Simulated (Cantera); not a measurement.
A closed system holds: 1 mol HCl, 0.03 mol O2, 0.06 mol H2, at 13.3 mbar.

These are equilibrium values from Cantera (NASA tables, ideal gas, pure condensed phases), not measurements of a reactor. Candidate condensed phases: H2O; 14 gas species. Kinetics and transport are ignored.

Problem. At 2375 K, list the 6 most abundant gas species with their mole fractions, and the condensed phases.

Solution. HCl 0.639, Cl 0.194, H2 0.0826, H2O 0.0451, H 0.0351, OH 0.00341. Condensed: gas only.
